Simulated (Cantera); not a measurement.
A perfectly stirred reactor is fed with N2O : H2O = 1 : 0.06 (molar parts), at 0.400 bar; it is held at 1523 K, and followed from long to short residence time.

Computed with Cantera and GRI-Mech 3.0 (53 species, 325 reactions). GRI-Mech 3.0 was tuned for natural gas; its chemistry of N2O as a main component is partial and can be far from experiment. The temperature is held fixed by assumption; the heat of reaction is taken as removed at once.

One state of this run: x N2O = 0.244; x H2O = 0.0430; x NO = 0.0896; x N2 = 0.430; x NO2 = 0.000560; x H = 6.48e-7. x: mole fraction; the columns are a selection and need not sum to one.

Which value of τ (s) does it belong to?
A) 0.058
B) 0.57
C) 0.018
D) 0.0019

A, 0.058
